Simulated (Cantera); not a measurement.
A closed system holds: 1 mol Si₃N₄, 0.14 mol N₂O, 47 mol N₂, held at 0.340 Pa.

Cantera equilibrium calculation (NASA polynomials, part measured and part estimated; ideal gas, pure solids and liquids). Candidate condensed phases: Si, SiO₂, Si₂N₂O, Si₃N₄; 16 gas species. Mutual solubility and eutectic melting of coexisting phases are not modelled. Kinetics and transport are ignored.

### Question
Which condensed phases are stable at each of these points (T (K)): 1323, 1423, 1523, 1623, 1723, 1823, 1923, 2023, 2123?

### Answer
```tsv
T (K)	condensed phases	Si condensed (%)
1323	Si₂N₂O(s) + Si₃N₄(s)	98.0
1423	Si(s)	94.6
1523	Si(s)	86.5
1623	Si(s)	15.0
1723	gas only	0.0
1823	gas only	0.0
1923	gas only	0.0
2023	gas only	0.0
2123	gas only	0.0
```

At 1323 K the condensed part is Si₂N₂O(s) + Si₃N₄(s). From 1423 K to 1623 K the condensed part is Si(s). From 1723 K to 2123 K nothing is condensed.
